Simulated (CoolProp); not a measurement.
A closed Brayton cycle with dry air: compressor inlet 305.15 K and 0.15 MPa, high pressure 0.319 MPa, turbine inlet 775 K, compressor efficiency 0.8, turbine efficiency 0.9, recuperator effectiveness 0 (on enthalpy, no pinch check). Each further row changes one setting.

The numbers come from the reference Helmholtz-energy equation of state, Lemmon 2000 in CoolProp. It is a pseudo-pure fit of the blend.

```json
[
 {"case": "as stated", "thermal efficiency (%)": "11.3", "net work (kJ/kg)": "44.8", "compressor to turbine work": "0.67", "compressor exit (K)": "396.6", "turbine exit (K)": "647.9"},
 {"case": "turbine inlet 725 K", "thermal efficiency (%)": "10.4", "net work (kJ/kg)": "35.9", "compressor to turbine work": "0.72", "compressor exit (K)": "396.6", "turbine exit (K)": "605.0"},
 {"case": "compressor inlet 315.15 K", "thermal efficiency (%)": "10.9", "net work (kJ/kg)": "41.8", "compressor to turbine work": "0.69", "compressor exit (K)": "409.5", "turbine exit (K)": "647.9"},
 {"case": "high pressure 0.271 MPa", "thermal efficiency (%)": "9.3", "net work (kJ/kg)": "39.1", "compressor to turbine work": "0.64", "compressor exit (K)": "375.2", "turbine exit (K)": "673.5"},
 {"case": "recuperator effectiveness 0.5", "thermal efficiency (%)": "16.8", "net work (kJ/kg)": "44.8", "compressor to turbine work": "0.67", "compressor exit (K)": "396.6", "turbine exit (K)": "647.9"}
]
```
